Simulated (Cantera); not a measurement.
A Cantera script and what it prints.

```python
import numpy as np
import cantera as ct

gas_names = """
    OH H N2O
""".split()
cond_names = """
    VN(s) V2O3(s) V2O3(L)
""".split()


# ... load() reads the species with a 1 bar reference pressure and builds the phases ...
species = {s.name: s for s in load("nasa_gas.yaml", gas_names) + load("nasa_condensed.yaml", cond_names)}
# Each term lists the table entries of one substance; the one whose range holds T is used.
reactions = {
    '4 OH(g) + 2 VN = 4 H(g) + V2O3 + N2O(g)':
        [(-4, ['OH']), (-2, ['VN(s)']), (4, ['H']), (1, ['V2O3(s)', 'V2O3(L)']), (1, ['N2O'])],
}


def pick(names, T):
    return next(species[n] for n in names if species[n].thermo.min_temp <= T <= species[n].thermo.max_temp)


results = []
for label, terms in reactions.items():
    print(label)
    print("     T/K   dH/kJ  dS/(J/K)   dG/kJ   log10 K")
    for T in [1350, 1400, 1450, 1500, 1550, 1600, 1650, 1700, 1750]:
        used = [(nu, pick(names, T)) for nu, names in terms]
        dH = sum(nu * s.thermo.h(T) for nu, s in used) / 1e6
        dS = sum(nu * s.thermo.s(T) for nu, s in used) / 1e3
        dG = dH - T * dS / 1e3
        logK = -dG * 1e6 / (ct.gas_constant * T * np.log(10))
        results.append((label, T, dH, dS, dG, logK, [s.name for _, s in used]))
        print(f"{T:8g} {dH:8.1f} {dS:8.1f} {dG:8.1f} {logK:8.2f}")
```

It prints:

```
4 OH(g) + 2 VN = 4 H(g) + V2O3 + N2O(g)
     T/K   dH/kJ  dS/(J/K)   dG/kJ   log10 K
    1350     58.0     31.9     15.0    -0.58
    1400     60.2     33.5     13.3    -0.50
    1450     62.5     35.1     11.6    -0.42
    1500     64.7     36.6      9.8    -0.34
    1550     67.0     38.1      7.9    -0.27
    1600     69.2     39.5      6.0    -0.20
    1650     71.5     40.9      4.0    -0.13
    1700     73.8     42.3      1.9    -0.06
    1750     76.1     43.6     -0.2     0.01
```

Source: NASA polynomial tables (part measured, part estimated), evaluated in Cantera. VN: taken at fixed stoichiometry. Condensed species are held in their standard states even where they would react or evaporate.
